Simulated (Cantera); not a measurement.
A perfectly stirred reactor is fed with NO : N2 = 1 : 1.8 (molar parts), at 0.375 atm; it is held at 2223 K, and followed from long to short residence time.

Model: GRI-Mech 3.0 (53 species, 325 reactions), integrated in Cantera.

### Question
What does this change do: temperature 2223 to 1548 K?

### Answer
```
quantity                 before     after
---------------------  --------  --------
x(NO) at τ = 0.930 s     0.0702     0.356
x(NO2) at τ = 0.930 s   4.40e-5  0.000110
x(O) at τ = 0.930 s     0.00194   6.97e-7
x(O2) at τ = 0.930 s      0.142  0.000679
x(N2) at τ = 0.930 s      0.786     0.644
x(NO) at τ = 38.0 ms      0.312     0.357
x(NO2) at τ = 38.0 ms   8.45e-5   3.41e-5
x(O) at τ = 38.0 ms    0.000888   2.88e-7
x(O2) at τ = 38.0 ms     0.0218   4.74e-6
x(N2) at τ = 38.0 ms      0.665     0.643
```

### Question
What does this change do: pressure from 0.375 atm to 0.0132 atm?

### Answer
| quantity | before | after |
|---|---|---|
| x(NO) at τ = 0.930 s | 0.0702 | 0.220 |
| x(NO2) at τ = 0.930 s | 4.40e-5 | 1.79e-5 |
| x(O) at τ = 0.930 s | 0.00194 | 0.00636 |
| x(O2) at τ = 0.930 s | 0.142 | 0.0646 |
| x(N2) at τ = 0.930 s | 0.786 | 0.709 |
| x(NO) at τ = 38.0 ms | 0.312 | 0.356 |
| x(NO2) at τ = 38.0 ms | 8.45e-5 | 2.15e-6 |
| x(O) at τ = 38.0 ms | 0.000888 | 0.000543 |
| x(O2) at τ = 38.0 ms | 0.0218 | 0.000399 |
| x(N2) at τ = 38.0 ms | 0.665 | 0.643 |
Radical loss at walls, strong at low pressure, is not modelled.
